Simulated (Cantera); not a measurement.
A perfectly stirred reactor is fed with 1.96 % H2, 98.0 % O2, equivalence ratio 0.010, at 1.65 Torr; it is held at 1425 K, and followed from long to short residence time.

Model: GRI-Mech 3.0 (53 species, 325 reactions), integrated in Cantera. Radical loss at walls, strong at low pressure, is not modelled.

x: mole fraction; the columns are a selection and need not sum to one.

```json
[
 {"τ (s)": "2.3", "x H2": "…", "x O2": "0.965", "x HO2": "1.10e-7", "x H2O2": "2.94e-9", "x O": "0.0133"},
 {"τ (s)": "1.0", "x H2": "…", "x O2": "0.964", "x HO2": "1.17e-7", "x H2O2": "3.06e-9", "x O": "0.0149"},
 {"τ (s)": "0.47", "x H2": "…", "x O2": "0.963", "x HO2": "1.20e-7", "x H2O2": "3.17e-9", "x O": "0.0156"},
 {"τ (s)": "0.21", "x H2": "…", "x O2": "0.963", "x HO2": "1.24e-7", "x H2O2": "3.32e-9", "x O": "0.0159"},
 {"τ (s)": "0.098", "x H2": "…", "x O2": "0.963", "x HO2": "1.29e-7", "x H2O2": "3.56e-9", "x O": "0.0158"},
 {"τ (s)": "0.044", "x H2": "…", "x O2": "0.963", "x HO2": "1.37e-7", "x H2O2": "4.02e-9", "x O": "0.0153"},
 {"τ (s)": "0.020", "x H2": "…", "x O2": "0.964", "x HO2": "1.47e-7", "x H2O2": "4.72e-9", "x O": "0.0142"},
 {"τ (s)": "0.0092", "x H2": "…", "x O2": "0.965", "x HO2": "1.57e-7", "x H2O2": "5.52e-9", "x O": "0.0124"},
 {"τ (s)": "0.0042", "x H2": "…", "x O2": "0.968", "x HO2": "1.61e-7", "x H2O2": "5.86e-9", "x O": "0.00946"}
]
```

Task: Complete the blanks.

Result: 
- 2.3, x H2: 0.000135
- 1.0, x H2: 0.000168
- 0.47, x H2: 0.000213
- 0.21, x H2: 0.000304
- 0.098, x H2: 0.000484
- 0.044, x H2: 0.000876
- 0.020, x H2: 0.00167
- 0.0092, x H2: 0.00323
- 0.0042, x H2: 0.00624
